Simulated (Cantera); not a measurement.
## Thermodynamics of silicon nitride deposition, feed SiCl₄ + N₂

Feed: 1 mol SiCl₄, 0.88 mol N₂, equilibrated at 8.10e-5 bar.

These are equilibrium values from Cantera (NASA tables, ideal gas, pure condensed phases), not measurements of a reactor. Candidate condensed phases: Si, Si₃N₄; 13 gas species. The tables' values for SiCl₃ are old estimates; treat these amounts as uncertain. Kinetics and transport are ignored.

```csv
T (K),x SiCl₄,x N₂,x Cl,x SiCl₃,x SiCl₂,x Cl₂
848,0.532,0.468,5.59e-7,6.29e-7,5.38e-11,3.52e-8
923,0.532,0.468,5.54e-6,5.93e-6,2.66e-9,1.99e-7
998,0.532,0.468,3.86e-5,4.01e-5,7.42e-8,8.48e-7
1073,0.532,0.468,0.000204,0.000208,1.30e-6,2.93e-6
1148,0.531,0.468,0.000875,0.000862,1.55e-5,8.64e-6
1223,0.527,0.467,0.00317,0.00295,0.000132,2.27e-5
1298,0.517,0.463,0.0101,0.00850,0.000836,5.52e-5
```
x: gas mole fraction; nothing condenses.

From 848 K to 1298 K nothing is condensed. The main Si-bearing gas is SiCl₄ throughout.
